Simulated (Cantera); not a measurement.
Feed: 1 mol CF4, 8.8 mol H2, equilibrated at 1023.15 K and 1.00 bar.

These are equilibrium values from Cantera (NASA tables, ideal gas, pure condensed phases), not measurements of a reactor. Candidate condensed phases: C, C6H6, C7H8, C8H18; 95 gas species. Kinetics and transport are ignored.

Base state: H2 0.593, HF 0.380, CH4 0.0264 (mole fractions); condensed: C(graphite).

**Question.** What changes in the equilibrium state with this change: pressure from 1.00 bar to 0.00780 bar?

**Answer.** 
| species | before | after |
|---|---|---|
| H2 | 0.593 | 0.629 |
| HF | 0.380 | 0.370 |
| CH4 | 0.0264 | 0.000231 |
| C(graphite), mol | 0.722 | 0.998 |

**Question.** What changes in the equilibrium state with this change: temperature from 1023.15 K to 1250 K?

**Answer.** 
```tsv
species	before	after
H2	0.593	0.624
HF	0.380	0.372
CH4	0.0264	0.00428
C(graphite), mol	0.722	0.954
```

**Question.** What changes in the equilibrium state with this change: temperature from 1023.15 K to 1898 K?

**Answer.** 
| species | before | after |
|---|---|---|
| H2 | 0.593 | 0.629 |
| HF | 0.380 | 0.370 |
| H | 3.20e-9 | 0.000620 |
| CH4 | 0.0264 | 0.000223 |
| C2H2 (acetylene) | 1.25e-9 | 0.000236 |
| C(graphite), mol | 0.722 | 0.992 |
